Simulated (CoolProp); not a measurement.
Computed with CoolProp (reference Helmholtz-energy equation of state, de Vries 1995).

**Question.** Give the vapour pressure (MPa), vapour density (kg/m³), enthalpy of vaporisation (kJ/kg) of saturated R124 at -10.95, 50.75 °C.

**Answer.** 
```csv
T (°C),p (MPa),vapour density (kg/m³),enthalpy of vaporisation (kJ/kg)
-10.95,0.106,6.92,165
50.75,0.791,48.8,130
```
